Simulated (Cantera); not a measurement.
# Equilibrium for fluorocarbon and chlorocarbon gases: C2F6 + HCl

Charge: 1 mol C2F6, 0.092 mol HCl, at 1330 Pa.

These are equilibrium values from Cantera (NASA tables, ideal gas, pure condensed phases), not measurements of a reactor. Candidate condensed phases: C, C6H6, C7H8, C8H18; 118 gas species. The feed counts by its element totals alone. Gases not in the tables: C2F6 and larger saturated fluorocarbons. Equilibrium is a limit: real reactors are often held back by kinetics, nucleation or transport.

```csv
T (°C),x CF4,x HF,x Cl,x HCl,x Cl2,x CClF3,n C(graphite)
652,0.921,0.0362,0.000120,0.0212,0.0143,0.00726,0.512
702,0.919,0.0400,0.000291,0.0173,0.0161,0.00736,0.513
752,0.917,0.0431,0.000640,0.0141,0.0175,0.00738,0.514
802,0.916,0.0457,0.00130,0.0115,0.0185,0.00732,0.515
852,0.914,0.0477,0.00245,0.00940,0.0190,0.00720,0.516
902,0.913,0.0494,0.00432,0.00765,0.0190,0.00700,0.517
952,0.911,0.0507,0.00717,0.00620,0.0184,0.00671,0.518
1002,0.909,0.0518,0.0112,0.00499,0.0171,0.00632,0.518
1052,0.906,0.0527,0.0165,0.00396,0.0152,0.00582,0.519
1102,0.903,0.0533,0.0228,0.00309,0.0127,0.00521,0.520
```
x: gas mole fraction; n: condensed amount in mol.

From 652 °C to 1102 °C the condensed part is C(graphite). The main C-bearing gas is CF4 throughout.
